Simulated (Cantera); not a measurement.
# Hydrogen reduction and annealing atmospheres: Fe2O3 + H2

Feed: 1 mol Fe2O3, 1.4 mol H2, equilibrated at 1.33 mbar.

Cantera equilibrium calculation (NASA polynomials, part measured and part estimated; ideal gas, pure solids and liquids). Candidate condensed phases: Fe, FeO, Fe(OH)2, Fe(OH)3, Fe2O3, Fe3O4, H2O; 12 gas species. The tables' stoichiometric FeO is somewhat more stable than real wüstite, so its field is too wide. FeO: taken at fixed stoichiometry. Rates play no part.

From 1325 K to 1625 K the condensed part is FeO(s). From 1675 K to 1875 K the condensed part is FeO(l). The main Fe-bearing gas is Fe(OH)2 at 1325 K and Fe at 1875 K.

```
T (K)  x H2O   x H2      x Fe       x H  n FeO(s)  n FeO(l)
-----  -----  -----  --------  --------  --------  --------
1325   0.714  0.286   2.24e-7   2.39e-5      2.00         0
1375   0.714  0.286   8.96e-7   5.02e-5      2.00         0
1425   0.714  0.286   3.24e-6   9.98e-5      2.00         0
1475   0.714  0.286   1.07e-5  0.000190      2.00         0
1525   0.714  0.285   3.25e-5  0.000346      2.00         0
1575   0.714  0.285   9.18e-5  0.000608      2.00         0
1625   0.714  0.285  0.000242   0.00103      2.00         0
1675   0.714  0.284  0.000585   0.00169         0      2.00
1725   0.713  0.282   0.00130   0.00270         0      2.00
1775   0.712  0.280   0.00275   0.00419         0      2.00
1825   0.712  0.275   0.00552   0.00632         0      1.99
1875   0.711  0.267    0.0105   0.00928         0      1.98
```
x: gas mole fraction; n: condensed amount in mol.
